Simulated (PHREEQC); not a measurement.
Dissolve 0.0046 mol CuSO4 per kg of water at 20 °C. Closed to the air; pH follows from the charge balance.

All values are PHREEQC results (ion-association model, wateq4f.dat), not measurements.

Precipitation was switched off in this run.

What pH does the model give?

pH 5.08.

In which forms is Cu present?

Cu+2 78 %, CuSO4 22 % of the Cu.

Examples of supersaturated solids here: Brochantite, Antlerite. Others may be too.
